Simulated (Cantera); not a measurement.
A freely propagating, adiabatic, planar premixed flame of CH4 : O2 : N2 = 1 : 3.03 : 10 (molar parts), unburnt at 675 K and 52000 Pa; mixture-averaged transport, grid criteria slope 0.08 and curve 0.16, no radiation.

Detailed kinetics in Cantera: GRI-Mech 3.0 (53 species, 325 reactions). Burning velocities carry a grid error of a few per cent, more on coarse grids.

Problem. What does this change do: CH4 1 to 1.3 parts?

Solution. 
| quantity | before | after |
|---|---|---|
| laminar burning velocity | 162 cm/s | 210 cm/s |
| thermal thickness | 0.591 mm | 0.506 mm |
| peak x(H) | 0.00615 | 0.0112 |
| peak x(OH) | 0.0102 | 0.0139 |

Problem. What does this change do: N2 10 to 13 parts?

Solution. 
```
quantity                    before     after
------------------------  --------  --------
laminar burning velocity  162 cm/s  107 cm/s
thermal thickness         0.591 mm  0.777 mm
peak x(H)                  0.00615   0.00395
peak x(OH)                  0.0102   0.00613
```
